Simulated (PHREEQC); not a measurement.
PHREEQC input (ion-association model, wateq4f.dat):

```
SOLUTION_MASTER_SPECIES
  An  An-  0  An  62.0  # stands for a non-complexing anion
SOLUTION_SPECIES
  An- = An-
    -log_k 0
    -gamma 3.0 0
PHASES
  Fix_H+
    H+ = H+
    -log_k 0
SOLUTION 1
  temp 25
  units mmol/kgw
  pH 7 charge
  S(6) 1.3
  Na 102.6
  An 100
END
SELECTED_OUTPUT 1
  -reset false
  -pH true
  -pe true
  -ionic_strength true
  -water true
  -totals Na S S(-2) S(6)
  -molalities Hfo_wOH Hfo_wOH2+ Hfo_wO- Hfo_sOH Hfo_sOH2+ Hfo_sO- Hfo_wSO4- Hfo_wOHSO4-2
  -saturation_indices Mirabilite
USER_PUNCH 1
  -headings sigma psi
  10 PUNCH EDL("sigma", "Hfo"), EDL("psi", "Hfo")
PRINT
  -reset false
USE solution 1
SURFACE 1
  Hfo_wOH 0.000876404 600 0.39
  Hfo_sOH 2.19101e-05
EQUILIBRIUM_PHASES 1
  Fix_H+ -3 HAn 10
    -force_equality true
  O2(g) -0.68 10
END
# ... the last block is repeated for the other 12 points of pH, with NaOH or the acid as the point needs
```

Selected output (columns that matter, 13 of 13 rows; pH added in front):

```
pH	mu	Na	S	m_Hfo_wOH	m_Hfo_wOH2+	m_Hfo_wO-	m_Hfo_sOH	m_Hfo_sOH2+	m_Hfo_sO-	m_Hfo_wSO4-	m_Hfo_wOHSO4-2	si_Mirabilite	sigma	psi
3	0.10456	0.1026	0.00096518	7.3007e-07	0.00054085	2.2576e-11	2.9535e-08	2.188e-05	9.1333e-13	0.00033392	8.9618e-07	-4.6376	0.093616	0.084018
3.5	0.10375	0.1026	0.00096548	2.2661e-06	0.00053962	2.1801e-10	9.1626e-08	2.1818e-05	8.8149e-12	0.00033175	2.77e-06	-4.6247	0.092432	0.083599
4	0.10349	0.1026	0.00096938	7.0116e-06	0.00053877	2.0904e-09	2.8147e-07	2.1628e-05	8.3917e-11	0.00032228	8.3393e-06	-4.6188	0.091314	0.08308
4.5	0.10342	0.1026	0.00098114	2.1039e-05	0.00053649	1.8901e-08	8.2677e-07	2.1082e-05	7.4276e-10	0.00029578	2.3064e-05	-4.6123	0.088925	0.08184
5	0.1034	0.1026	0.0010089	5.836e-05	0.00052681	1.4811e-07	2.1846e-06	1.972e-05	5.544e-09	0.00023854	5.2542e-05	-4.5998	0.083608	0.078941
5.5	0.10342	0.1026	0.0010583	0.0001403	0.00049349	9.1375e-07	4.8431e-06	1.7035e-05	3.1543e-08	0.00015441	8.7284e-05	-4.579	0.074476	0.073577
6	0.10345	0.1026	0.0011243	0.00027775	0.00041872	4.2207e-06	8.685e-06	1.3093e-05	1.3198e-07	7.5772e-05	9.9936e-05	-4.5528	0.062606	0.065765
6.5	0.10348	0.1026	0.0011937	0.00044431	0.00031128	1.4528e-05	1.2641e-05	8.8561e-06	4.1333e-07	2.7692e-05	7.859e-05	-4.5269	0.049619	0.055875
7	0.1035	0.1026	0.0012515	0.00058183	0.00020902	3.7103e-05	1.5397e-05	5.5312e-06	9.8186e-07	7.4143e-06	4.1037e-05	-4.5065	0.035866	0.043457
7.5	0.1035	0.1026	0.0012859	0.00065149	0.00014263	6.817e-05	1.6554e-05	3.6242e-06	1.7321e-06	1.3996e-06	1.2711e-05	-4.4948	0.020426	0.026602
8	0.10349	0.1026	0.0012974	0.00067041	0.00010834	9.5033e-05	1.681e-05	2.7167e-06	2.3829e-06	1.9686e-07	2.4221e-06	-4.4909	0.003548	0.0048232
8.5	0.10351	0.10264	0.0012996	0.00067041	8.6356e-05	0.00011923	1.6768e-05	2.1599e-06	2.9821e-06	2.4739e-08	3.8187e-07	-4.4899	-0.01422	-0.018927
9	0.10354	0.1027	0.0012999	0.00066025	6.6969e-05	0.00014912	1.6507e-05	1.6743e-06	3.7283e-06	3.0943e-09	6.0658e-08	-4.4894	-0.034775	-0.042366
```

The oxide is taken as insoluble; below pH 4 it would dissolve.
